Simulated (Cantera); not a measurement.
Charge: 1 mol SiH₂Cl₂, 0.004 mol Cl₂, 56 mol H₂, held at 1077 °C and 930 Pa.

Cantera equilibrium calculation (NASA polynomials, part measured and part estimated; ideal gas, pure solids and liquids). Candidate condensed phases: Si; 19 gas species. The tables' values for SiCl₃ are old estimates; treat these amounts as uncertain. Rates play no part.

Base state: H₂ 0.968, HCl 0.0294, SiCl₂ 0.00251, SiCl₃ 5.28e-5, H 2.43e-5, SiHCl₃ 1.05e-5 (mole fractions); condensed: Si(s).

Problem. What changes in the equilibrium state with this change: temperature from 1077 °C to 1475 °C?

Solution. 
```csv
species,before,after
H₂,0.968,0.966
HCl,0.0294,0.0287
SiCl₂,0.00251,0.00285
H,2.43e-5,0.00233
Si,2.14e-8,0.000157
SiH,1.30e-8,1.98e-5
SiCl,1.86e-7,5.26e-5
"Si(s), mol",0.850,0
"Si(l), mol",0,0.820
```
The tables' values for SiCl are old estimates; treat these amounts as uncertain. Gases not in the tables: Si₂H₆ and higher silanes.
